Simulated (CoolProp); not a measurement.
Vapour pressure (MPa) of R142b: the reference equation beside estimates from Tc = 137.1 °C, pc = 4.055 MPa, ω = 0.232.

The numbers come from the reference Helmholtz-energy equation of state, Lemmon 2006 in CoolProp. It is a short technical equation, of lower accuracy than the large ones.

```
T (°C)   reference  van der Waals  Redlich-Kwong  Soave-Redlich-Kwong
------  ----------  -------------  -------------  -------------------
7.45        0.1896         0.7214         0.2906               0.1891
15.45       0.2491         0.8335         0.3695               0.2490
23.35       0.3210         0.9547         0.4616               0.3216
31.25       0.4075          1.087         0.5689           (withheld)
39.25       0.5120          1.232         0.6944               0.5151
47.15   (withheld)          1.387         0.8362               0.6388
55.05       0.7757          1.554         0.9970               0.7835
63.05       0.9422          1.736          1.180           (withheld)
70.95        1.131          1.928          1.383                1.146
78.85        1.347          2.132          1.608                1.367
86.75   (withheld)     (withheld)          1.856                1.617
94.75        1.872          2.583          2.132                1.902
```

Question: What belongs in the gaps?

Answer: 
- 31.25, Soave-Redlich-Kwong: 0.4092
- 47.15, reference: 0.6337
- 63.05, Soave-Redlich-Kwong: 0.9534
- 86.75, reference: 1.592
- 86.75, van der Waals: 2.349

Absolute difference from the reference over all 12 rows, mean and median: van der Waals 128.1 and 109.6 %, Redlich-Kwong 31.5 and 30.2 %, Soave-Redlich-Kwong 0.9 and 0.9 %.
